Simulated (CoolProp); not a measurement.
Fluorine at several states: density (kg/m³) from the reference equation and from simpler models built on Tc = 144.4 K, pc = 52.40 bar, ω = 0.045; each cubic takes its own stable root.

Computed with CoolProp (reference Helmholtz-energy equation of state, de Reuck 1990).

| T (K) | p (bar) | phase | reference |
|---|---|---|---|
| 81 | 1.89 | liquid | 1530 |
| 249.5 | 131 | supercritical | 264.1 |
| 91.2 | 92.8 | liquid | 1485 |
| 235.2 | 49.8 | gas | 102.9 |

Q: How far does each simpler model (van der Waals, Redlich-Kwong, Soave-Redlich-Kwong) lie from the reference over these 4 states: mean and median of the absolute difference, and the worst?

A: 
- van der Waals: mean 34.4 %, median 18.1 %, worst -99.3 % at 81 K and 1.89 bar
- Redlich-Kwong: mean 1.1 %, median 1.2 %, worst +1.4 % at 249.5 K and 131 bar
- Soave-Redlich-Kwong: mean 0.8 %, median 0.6 %, worst -1.6 % at 249.5 K and 131 bar

At some of these states van der Waals gives the other phase, because its saturation line lies elsewhere.
